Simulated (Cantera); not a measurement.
A perfectly stirred reactor is fed with CH4 : O2 : N2 = 1 : 3.77 : 14.2 (molar parts), at 0.878 atm; it is adiabatic with a 525 K inlet, and is followed from long to short residence time, starting on the burning branch (τ in s: 0.25, 0.093, 0.035, 0.013, 0.0049, 0.0018, 0.00069, 0.00026, 9.6e-05, 3.6e-05, 1.4e-05).

Model: GRI-Mech 3.0 (53 species, 325 reactions), integrated in Cantera.

Task: What does this change do: inlet temperature 525 to 600 K?

Result: 
```tsv
quantity	before	after
blow-out, bracketed by the residence times tried	burning at 0.260 ms, out at 96.0 µs	burning at 0.260 ms, out at 96.0 µs
x(CH4) at τ = 0.250 s	7.24e-6	5.77e-6
x(O2) at τ = 0.250 s	0.0932	0.0931
x(NO) at τ = 0.250 s	9.99e-6	1.87e-5
x(H2) at τ = 0.250 s	4.68e-5	5.37e-5
x(CO2) at τ = 0.250 s	0.0525	0.0525
x(CH4) at τ = 1.80 ms	0.000182	0.000144
x(O2) at τ = 1.80 ms	0.0947	0.0943
x(NO) at τ = 1.80 ms	4.01e-6	5.92e-6
x(H2) at τ = 1.80 ms	0.000981	0.00105
x(CO2) at τ = 1.80 ms	0.0477	0.0480
```
